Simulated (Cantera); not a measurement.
Input: 1 mol SiH₄, 37 mol N₂, held at 1000 K and 0.100 bar.

Cantera equilibrium calculation (NASA polynomials, part measured and part estimated; ideal gas, pure solids and liquids). Candidate condensed phases: Si, Si₃N₄; 18 gas species. N₂ is the only nitrogen source here; it is nearly inert below about 1500 K, so the nitride shown seldom forms there in practice. Equilibrium is a limit: real reactors are often held back by kinetics, nucleation or transport.

Base state: N₂ 0.948, H₂ 0.0522 (mole fractions); condensed: Si₃N₄(s).

### Question
What changes in the equilibrium state with this change: SiH₄ replaced by Si₂Cl₆?

### Answer
```tsv
species	before	after
N₂	0.948	0.961
SiCl₄	0	0.0393
SiCl₃	0	2.10e-5
H₂	0.0522	0
Si₃N₄(s), mol	0.333	0.167
```
The feed counts by its element totals alone. The tables' values for SiCl₃ are old estimates; treat these amounts as uncertain.
